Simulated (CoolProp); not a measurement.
Model: reference Helmholtz-energy equation of state, Schmidt 1985, in CoolProp.

### Question
For oxygen, give the phase and the density (kg/m³), cp (kJ/(kg K)), speed of sound (m/s), Joule-Thomson coefficient (K/MPa) at 175.1 K and 23100 kPa.

### Answer
- 175.1 K and 23100 kPa: supercritical; density 776, cp 1.85, speed of sound 506, Joule-Thomson coefficient 0.216
